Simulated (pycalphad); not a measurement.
**Phase fractions of Si-8.64Sn (at.%)**

Source of the numbers: pycalphad with the COST 507 light-alloy database (1999); pressure 1 atm. The data set is of 1999 and partly superseded. Amounts are mole fractions of atoms.

```json
[
 {"T (°C)": "1427", "LIQUID": "1.000", "DIAMOND_A4": "-", "BCT_A5": "-"},
 {"T (°C)": "1377", "LIQUID": "0.678", "DIAMOND_A4": "0.322", "BCT_A5": "-"},
 {"T (°C)": "1327", "LIQUID": "0.151", "DIAMOND_A4": "0.849", "BCT_A5": "-"},
 {"T (°C)": "1277", "LIQUID": "0.116", "DIAMOND_A4": "0.884", "BCT_A5": "-"},
 {"T (°C)": "1227", "LIQUID": "0.103", "DIAMOND_A4": "0.897", "BCT_A5": "-"},
 {"T (°C)": "1177", "LIQUID": "0.097", "DIAMOND_A4": "0.903", "BCT_A5": "-"},
 {"T (°C)": "1127", "LIQUID": "…", "DIAMOND_A4": "…", "BCT_A5": "-"},
 {"T (°C)": "1077", "LIQUID": "0.091", "DIAMOND_A4": "0.909", "BCT_A5": "-"},
 {"T (°C)": "1027", "LIQUID": "0.090", "DIAMOND_A4": "0.910", "BCT_A5": "-"},
 {"T (°C)": "977", "LIQUID": "0.089", "DIAMOND_A4": "0.911", "BCT_A5": "-"},
 {"T (°C)": "927", "LIQUID": "0.088", "DIAMOND_A4": "0.912", "BCT_A5": "-"},
 {"T (°C)": "877", "LIQUID": "0.088", "DIAMOND_A4": "0.912", "BCT_A5": "-"},
 {"T (°C)": "827", "LIQUID": "0.087", "DIAMOND_A4": "0.913", "BCT_A5": "-"},
 {"T (°C)": "777", "LIQUID": "0.087", "DIAMOND_A4": "0.913", "BCT_A5": "-"},
 {"T (°C)": "727", "LIQUID": "0.087", "DIAMOND_A4": "0.913", "BCT_A5": "-"},
 {"T (°C)": "677", "LIQUID": "0.087", "DIAMOND_A4": "0.913", "BCT_A5": "-"},
 {"T (°C)": "627", "LIQUID": "0.087", "DIAMOND_A4": "0.913", "BCT_A5": "-"},
 {"T (°C)": "577", "LIQUID": "0.086", "DIAMOND_A4": "0.914", "BCT_A5": "-"},
 {"T (°C)": "527", "LIQUID": "0.086", "DIAMOND_A4": "0.914", "BCT_A5": "-"},
 {"T (°C)": "477", "LIQUID": "0.086", "DIAMOND_A4": "0.914", "BCT_A5": "-"},
 {"T (°C)": "427", "LIQUID": "0.086", "DIAMOND_A4": "0.914", "BCT_A5": "-"},
 {"T (°C)": "377", "LIQUID": "0.086", "DIAMOND_A4": "0.914", "BCT_A5": "-"},
 {"T (°C)": "327", "LIQUID": "0.086", "DIAMOND_A4": "0.914", "BCT_A5": "-"},
 {"T (°C)": "277", "LIQUID": "0.086", "DIAMOND_A4": "0.914", "BCT_A5": "-"},
 {"T (°C)": "227", "LIQUID": "-", "DIAMOND_A4": "0.914", "BCT_A5": "0.086"}
]
```

Question: Fill in the missing entries.

Answer: 
- 1127, LIQUID: 0.093
- 1127, DIAMOND_A4: 0.907

DIAMOND_A4 is diamond (Si); BCT_A5 is bct (Sn).
